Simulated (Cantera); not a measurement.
Charge: 1 mol CCl₄, 0.42 mol HCl, 0.34 mol H₂, equilibrated at 503 Torr.

Cantera equilibrium calculation (NASA polynomials, part measured and part estimated; ideal gas, pure solids and liquids). Candidate condensed phases: C, C₆H₆, C₇H₈, C₈H₁₈; 91 gas species. Gases not in the tables: chlorinated aromatics. Rates play no part.

log p: log10 of the partial pressure in bar; n: condensed amount in mol.

| T (K) | log p Cl₂ | log p HCl | log p Cl | log p CCl₄ | log p CCl₃ | log p C₂Cl₄ | n C(graphite) |
|---|---|---|---|---|---|---|---|
| 973 | -0.40 | -0.57 | -3.79 | -2.83 | -7.02 | -5.97 | 0.994 |
| 1023 | -0.40 | -0.57 | -3.46 | -3.06 | -6.80 | -5.99 | 0.996 |
| 1073 | -0.40 | -0.57 | -3.17 | -3.27 | -6.61 | -6.00 | 0.998 |
| 1123 | -0.40 | -0.57 | (withheld) | (withheld) | (withheld) | -6.01 | 0.999 |
| 1173 | -0.40 | -0.57 | -2.65 | -3.64 | -6.27 | -6.02 | 0.999 |
| 1223 | -0.40 | -0.57 | (withheld) | (withheld) | (withheld) | -6.03 | 0.999 |
| 1273 | -0.40 | -0.58 | -2.21 | -3.96 | -5.98 | -6.04 | 1.000 |
| 1323 | -0.40 | -0.58 | -2.02 | -4.10 | -5.86 | -6.05 | 1.000 |
| 1373 | -0.41 | -0.58 | -1.84 | -4.23 | -5.75 | -6.06 | 1.000 |

Task: Some entries are withheld; supply them.

Result: 
- 1223, log p Cl: -2.42
- 1223, log p CCl₄: -3.80
- 1223, log p CCl₃: -6.12
- 1123, log p Cl: -2.90
- 1123, log p CCl₄: -3.47
- 1123, log p CCl₃: -6.43
